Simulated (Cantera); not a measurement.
Input: 1 mol B2O3, 0.21 mol O2, 1 mol H2, at 1800 Pa.

These are equilibrium values from Cantera (NASA tables, ideal gas, pure condensed phases), not measurements of a reactor. Candidate condensed phases: B, B2O3, B3O3H3, H2O; 23 gas species. Gases not in the tables: H3BO3. Equilibrium is a limit: real reactors are often held back by kinetics, nucleation or transport. All values below are at 1525 K.

Base state: H2 0.541, H2O 0.328, HBO2 0.129, B2O3 0.00199, HBO 0.000135, H 0.000130, (HBO2)3 0.000109 (mole fractions); condensed: B2O3(l).

**Question.** What changes in the equilibrium state with this change: pressure from 1800 Pa to 36.0 Pa?

**Answer.** 
```csv
species,before,after
HBO2,0.129,0.430
H2,0.541,0.395
B2O3,0.00199,0.0996
H2O,0.328,0.0732
B2O2,2.35e-7,3.84e-5
BO,8.14e-7,7.36e-5
(HBO2)3,0.000109,1.64e-6
BO2,1.18e-6,3.26e-5
HBO,0.000135,0.00147
"B2O3(l), mol",0.929,0.539
```
